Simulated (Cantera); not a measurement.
Input (Python, Cantera) and output of one run.

```python
import numpy as np
import cantera as ct

gas_names = """
    H HO2 H2 H2O H2O2 H2S H2SO4 O OH O2 O3 S SH SO SO2 SO3 S2 S2O S8
""".split()
cond_names = """
    H2O(s) H2O(L) H2SO4(L) S(cr1) S(cr2) S(L)
""".split()


# ... load() reads the species with a 1 bar reference pressure and builds the phases ...
atoms = {
    'S': {'S': 1},
    'O2': {'O': 2},
    'H2': {'H': 2},
}
top_T = {}  # K; cautious upper limits of use, not melting points


# ... equilibrate(T, P, feed) seeds the gas with the atoms and calls Mixture.equilibrate('TP', solver="vcs", rtol=1e-11, max_steps=5000) ...
results = []
T = 2100  # K
P = 66  # Pa
for m in [0.11, 0.14, 0.18, 0.23, 0.29, 0.38, 0.49, 0.63, 0.81, 1, 1.3, 1.7]:
    feed = {'S': 1, 'O2': m, 'H2': 0.06}  # mol
    mix = equilibrate(T, P, feed)
    results.append((T, P, feed, dict(zip(mix.species_names, mix.species_moles))))

top = {s: max(r[3][s] / sum(r[3][g] for g in gas_names) for r in results) for s in gas_names}
cols = sorted((s for s in top if top[s] > 1e-05), key=lambda s: -top[s])[:8]
seen = [c for c in cond_names if any(r[3].get(c, 0) > 1e-12 for r in results)]
print("log10 of partial pressures in bar; condensed amounts in mol")
print(f"{'n(O2)':>10s}" + "".join(f"{s[:9]:>10s}" for s in cols + seen))
for T, P, feed, n in results:
    ng = sum(n[g] for g in gas_names)
    print(f"{feed['O2']:10.4g}" + "".join(f"{np.log10(max(n[s] / ng * P / 1e5, 1e-99)):10.3f}" for s in cols)
          + "".join(f"{n.get(c, 0):10.4g}" for c in seen))
```

It prints:

```
log10 of partial pressures in bar; condensed amounts in mol
     n(O2)       SO2        S2        O2        SO         S        H2       H2O         O
      0.11    -4.403    -3.486    -7.844    -3.934    -3.970    -4.464    -5.159    -6.779
      0.14    -4.263    -3.523    -7.687    -3.873    -3.988    -4.488    -5.104    -6.700
      0.18    -4.124    -3.571    -7.523    -3.816    -4.012    -4.518    -5.052    -6.619
      0.23    -3.994    -3.632    -7.363    -3.766    -4.043    -4.552    -5.006    -6.539
      0.29    -3.877    -3.708    -7.208    -3.727    -4.081    -4.589    -4.966    -6.461
      0.38    -3.747    -3.830    -7.017    -3.692    -4.141    -4.641    -4.922    -6.366
      0.49    -3.628    -3.999    -6.814    -3.675    -4.226    -4.700    -4.880    -6.264
      0.63    -3.512    -4.277    -6.558    -3.686    -4.365    -4.776    -4.828    -6.136
      0.81    -3.384    -4.903    -6.117    -3.779    -4.678    -4.907    -4.739    -5.916
         1    -3.264    -7.055    -4.922    -4.257    -5.754    -5.351    -4.584    -5.318
       1.3    -3.331    -9.253    -3.890    -4.840    -6.853    -5.936    -4.654    -4.802
       1.7    -3.441   -10.015    -3.619    -5.085    -7.234    -6.200    -4.782    -4.666
```

Cantera equilibrium calculation (NASA polynomials, part measured and part estimated; ideal gas, pure solids and liquids).
